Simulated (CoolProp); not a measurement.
Saturation properties of toluene.

The numbers come from the reference Helmholtz-energy equation of state, Lemmon 2006 in CoolProp. It is a short technical equation, of lower accuracy than the large ones.

| T (°C) | p (bar) | vapour Z | vapour viscosity (µPa s) | liquid conductivity (mW/(m K)) |
|---|---|---|---|---|
| 26.25 | 0.04051 | 0.9961 | 7.00 | 130 |
| 40.85 | 0.08206 | 0.9934 | 7.31 | 126 |
| 55.45 | 0.1543 | 0.9895 | 7.63 | 122 |
| 70.05 | 0.2724 | 0.9841 | 7.94 | 118 |
| 84.65 | 0.4553 | 0.9770 | 8.25 | 114 |
| 99.35 | 0.7279 | 0.9679 | 8.56 | 110 |
| 113.95 | 1.113 | 0.9567 | 8.87 | 106 |
| 128.55 | 1.643 | 0.9432 | 9.18 | 103 |
| 143.15 | 2.351 | 0.9271 | 9.49 | 99.4 |
| 157.75 | 3.271 | 0.9083 | 9.81 | 96.1 |

It boils at 110.6 °C under 1 atm.

Viscosity comes from a separate model (Avgeri 2015). Thermal conductivity comes from a separate model (Assael 2012).
